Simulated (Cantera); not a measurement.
Hydrogen reduction and annealing atmospheres: Fe3O4 + H2

A closed system holds: 1 mol Fe3O4, 1.3 mol H2, at 1123.15 K and 610 Pa.

Method: chemical equilibrium by Gibbs-energy minimisation in Cantera with the NASA 1993 tables (ideal gas, pure condensed phases). Candidate condensed phases: Fe, FeO, Fe(OH)2, Fe(OH)3, Fe2O3, Fe3O4, H2O; 12 gas species. The tables' stoichiometric FeO is somewhat more stable than real wüstite, so its field is too wide. FeO: taken at fixed stoichiometry. Equilibrium is a limit: real reactors are often held back by kinetics, nucleation or transport.

The x(H2O) comes out as 0.769. The x(H2) is 0.231, the n(FeO(s)) is 3.00 mol and the gas amount is 1.300 mol. The log10 activity of Fe(α) (absent) comes out as -1.15, the log10 activity of Fe(OH)2(s) (absent) is -7.42 and the log10 activity of Fe(OH)3(s) (absent) is -13.11.
